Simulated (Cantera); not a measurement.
Mixture: CH3OH : O2 : N2 = 1 : 1.88 : 7.05 (molar parts), equivalence ratio 0.80, at 1.00 bar, adiabatic and at constant pressure. Ignition delay is the time to a rise of 400 K.

Cantera simulation using GRI-Mech 3.0 (53 species, 325 reactions); the numbers are that mechanism's predictions, not measurements. GRI-Mech 3.0 was tuned for natural gas; its chemistry of methanol as a main component is partial and can be far from experiment.

Predict: delay at 1025 K; delay at 1125 K; delay at 1225 K; delay at 1325 K; delay at 1425 K; delay at 1525 K; delay at 1625 K; apparent activation energy between 1425 and 1625 K.


| Item | Result |
|---|---|
| delay at 1025 K | 0.301 s |
| delay at 1125 K | 37.6 ms |
| delay at 1225 K | 6.75 ms |
| delay at 1325 K | 1.63 ms |
| delay at 1425 K | 0.507 ms |
| delay at 1525 K | 0.195 ms |
| delay at 1625 K | 87.8 µs |
| apparent activation energy between 1425 and 1625 K | 170 kJ/mol |
